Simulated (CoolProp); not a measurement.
A closed Brayton cycle with dry air: compressor inlet 319.15 K and 3.7 MPa, high pressure 9.71 MPa, turbine inlet 645 K, compressor efficiency 0.89, turbine efficiency 0.93, recuperator effectiveness 0.8 (on enthalpy, no pinch check). Each further row changes one setting.

Values from CoolProp's reference Helmholtz-energy equation of state, Lemmon 2000. It is a pseudo-pure fit of the blend.

```json
[
 {"case": "as stated", "thermal efficiency (%)": "[?]", "net work (kJ/kg)": "33.4", "compressor to turbine work": "0.78", "compressor exit (K)": "434.0", "turbine exit (K)": "504.4"},
 {"case": "turbine inlet 595 K", "thermal efficiency (%)": "14.6", "net work (kJ/kg)": "21.5", "compressor to turbine work": "[?]", "compressor exit (K)": "434.0", "turbine exit (K)": "464.0"},
 {"case": "compressor inlet 329.15 K", "thermal efficiency (%)": "[?]", "net work (kJ/kg)": "[?]", "compressor to turbine work": "0.80", "compressor exit (K)": "[?]", "turbine exit (K)": "504.4"},
 {"case": "high pressure 8.25 MPa", "thermal efficiency (%)": "21.3", "net work (kJ/kg)": "[?]", "compressor to turbine work": "[?]", "compressor exit (K)": "412.4", "turbine exit (K)": "[?]"},
 {"case": "recuperator effectiveness 0.5", "thermal efficiency (%)": "17.6", "net work (kJ/kg)": "33.4", "compressor to turbine work": "0.78", "compressor exit (K)": "434.0", "turbine exit (K)": "504.4"}
]
```

**Question.** Fill in the missing entries.

**Answer.** 
- as stated, thermal efficiency (%): 19.9
- turbine inlet 595 K, compressor to turbine work: 0.84
- compressor inlet 329.15 K, thermal efficiency (%): 17.9
- compressor inlet 329.15 K, net work (kJ/kg): 29.6
- compressor inlet 329.15 K, compressor exit (K): 447.3
- high pressure 8.25 MPa, net work (kJ/kg): 32.9
- high pressure 8.25 MPa, compressor to turbine work: 0.74
- high pressure 8.25 MPa, turbine exit (K): 525.9
